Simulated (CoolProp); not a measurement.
Vapour-liquid equilibrium of propane (1) + isobutane (2) at 0.0474 MPa; x and y are mole fractions of (1).

Values from CoolProp's multi-fluid Helmholtz-energy mixture model, Lemmon 2009 and Bücker 2006; pair parameters Kunz 2012.

Task: Give the bubble temperature and the first vapour's composition at x = 0.65, 0.75, 0.85. Is there an azeotrope?

Result: x = 0.65: 221.6 K, y = 0.883; x = 0.75: 219.5 K, y = 0.926; x = 0.85: 217.7 K, y = 0.961. No azeotrope shows between x = 0.05 and 0.95.

Pair parameters are fitted to limited data, so mixtures are less certain than the pure fluids.
